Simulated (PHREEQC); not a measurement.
Make-up at 25 °C: 0.0025 mol CdCl2 and 0.0091 mol KCl per kg of water. Closed to the air; pH follows from the charge balance.

The numbers come from PHREEQC with the ion-association model, wateq4f.dat.

Each row changes one thing in this solution. This is a speciation only: nothing precipitates in the calculation.

| case | pH | ionic strength (mol/kgw) | Cl- (mol/kgw) |
|---|---|---|---|
| as made | 6.18 | 0.0143 | 0.0129 |
| KCl replaced by SrCl2 at the same molality | 6.18 | 0.0321 | 0.0218 |
| temperature from 25 to 20 °C | 6.22 | 0.0144 | 0.0130 |
| CdCl2 replaced by ZnCl2 at the same molality | 5.82 | 0.0165 | 0.0140 |
| diluted 10-fold with water | 6.73 | 0.00161 | 0.00138 |
| CdCl2 replaced by CsCl at the same molality | 7.00 | 0.0116 | 0.0116 |
| KCl replaced by CaCl2 at the same molality | 6.18 | 0.0321 | 0.0218 |
| 0.0085 mol/kgw Cd(NO3)2 added | 5.93 | 0.0344 | 0.0103 |

Species that the database lacks are ignored.
